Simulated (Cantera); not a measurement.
## Ammonia decomposition in nitride growth gas

An isothermal, constant-pressure homogeneous reactor starts with 20.0 % NH₃, 80.0 % H₂, at 2300 K and 0.0267 bar.

Computed with Cantera and the gas-phase N/H chemistry of the illustrative SiF4/NH3 mechanism in the Surface Chemkin manual (1991). Walls and surfaces, which speed up NH3 decomposition in real reactors, are not modelled.

```json
[
 {"t (s)": "0.000200", "x NH₃": "0.200", "x H₂": "0.800", "x NH": "1.01e-6", "x N": "1.21e-8", "x N₂": "8.31e-8"},
 {"t (s)": "0.000469", "x NH₃": "0.199", "x H₂": "0.800", "x NH": "5.54e-6", "x N": "1.59e-7", "x N₂": "2.67e-6"},
 {"t (s)": "0.00110", "x NH₃": "0.199", "x H₂": "0.799", "x NH": "2.67e-5", "x N": "1.68e-6", "x N₂": "6.95e-5"},
 {"t (s)": "0.00257", "x NH₃": "0.196", "x H₂": "0.800", "x NH": "6.87e-5", "x N": "6.99e-6", "x N₂": "0.000999"},
 {"t (s)": "0.00602", "x NH₃": "0.187", "x H₂": "0.805", "x NH": "7.61e-5", "x N": "8.35e-6", "x N₂": "0.00469"},
 {"t (s)": "0.0141", "x NH₃": "0.167", "x H₂": "0.816", "x NH": "7.36e-5", "x N": "8.40e-6", "x N₂": "0.0129"},
 {"t (s)": "0.0331", "x NH₃": "0.130", "x H₂": "0.838", "x NH": "6.80e-5", "x N": "8.50e-6", "x N₂": "0.0285"},
 {"t (s)": "0.0775", "x NH₃": "0.0736", "x H₂": "0.870", "x NH": "5.68e-5", "x N": "8.69e-6", "x N₂": "0.0522"},
 {"t (s)": "0.181", "x NH₃": "0.0190", "x H₂": "0.901", "x NH": "3.85e-5", "x N": "9.61e-6", "x N₂": "0.0750"},
 {"t (s)": "0.425", "x NH₃": "0.000184", "x H₂": "0.897", "x NH": "6.68e-6", "x N": "7.07e-6", "x N₂": "0.0824"},
 {"t (s)": "0.996", "x NH₃": "1.42e-6", "x H₂": "0.869", "x NH": "3.18e-7", "x N": "8.36e-7", "x N₂": "0.0813"},
 {"t (s)": "2.33", "x NH₃": "2.28e-7", "x H₂": "0.864", "x NH": "6.52e-8", "x N": "1.94e-7", "x N₂": "0.0810"},
 {"t (s)": "5.47", "x NH₃": "9.99e-8", "x H₂": "0.864", "x NH": "2.86e-8", "x N": "8.51e-8", "x N₂": "0.0810"},
 {"t (s)": "12.8", "x NH₃": "8.02e-8", "x H₂": "0.864", "x NH": "2.30e-8", "x N": "6.83e-8", "x N₂": "0.0810"},
 {"t (s)": "30.0", "x NH₃": "7.96e-8", "x H₂": "0.864", "x NH": "2.28e-8", "x N": "6.78e-8", "x N₂": "0.0810"}
]
```
x: mole fraction; the columns are a selection and need not sum to one.

Equilibrium at this temperature and pressure: NH₃ 7.96e-8, H₂ 0.864, NH 2.28e-8, N 6.78e-8, N₂ 0.0810 (gas phase only).
